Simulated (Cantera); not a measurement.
Input: 1 mol SiC, 0.0044 mol Si, 1.4 mol H₂, at 9.80e-5 bar.

Method: chemical equilibrium by Gibbs-energy minimisation in Cantera with the NASA 1993 tables (ideal gas, pure condensed phases). Candidate condensed phases: C, C₆H₆, C₇H₈, C₈H₁₈, Si, SiC; 87 gas species. Kinetics and transport are ignored. All values below are at 2423 K.

Base state: H 0.595, Si 0.241, H₂ 0.110, SiC₂ 0.0496, C₃ 0.00147, Si₂C 0.00127, C₂H₂ (acetylene) 0.000853, C 0.000570 (mole fractions); condensed: C(graphite).

Question: What changes in the equilibrium state with this change: pressure from 9.80e-5 bar to 0.410 bar?

Answer: 
```csv
species,before,after
H₂,0.110,0.967
H,0.595,0.0272
Si,0.241,0.00354
SiC₂,0.0496,9.38e-5
C₃,0.00147,1.62e-8
C₂,0.000134,4.10e-9
"C(graphite), mol",0.630,0
"SiC(s), mol",0,0.996
```
Gases not in the tables: Si₂H₆ and higher silanes.
